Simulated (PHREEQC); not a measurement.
Make-up at 20 °C: 0.13 mol/kgw BaBr2, 0.00058 mol/kgw Zn(NO3)2 and 0.011 mol/kgw AgF. Closed to the air; pH follows from the charge balance.

All values are PHREEQC results (ion-association model, wateq4f.dat), not measurements.

```json
[
 {"quantity": "pH", "before": "6.88", "after": "6.43"},
 {"quantity": "ZnOH+ (mol/kgw)", "before": "1.13e-6", "after": "4.20e-7"},
 {"quantity": "Zn(OH)2 (mol/kgw)", "before": "9.55e-8", "after": "1.28e-8"},
 {"quantity": "SI of Zincite(c) (ZnO)", "before": "-1.49", "after": "-2.37"}
]
```

Q: What was changed between the two runs?
A) AgF left out
B) Zn(NO3)2 from 0.00058 to 0.000522 mol/kgw
C) temperature from 20 to 80 °C
D) BaBr2 from 0.13 to 0.26 mol/kgw
E) BaBr2 from 0.13 to 0.143 mol/kgw

A: A, AgF left out

Precipitation was switched off in this run. Some of these states are supersaturated (in Bromyrite, for instance).
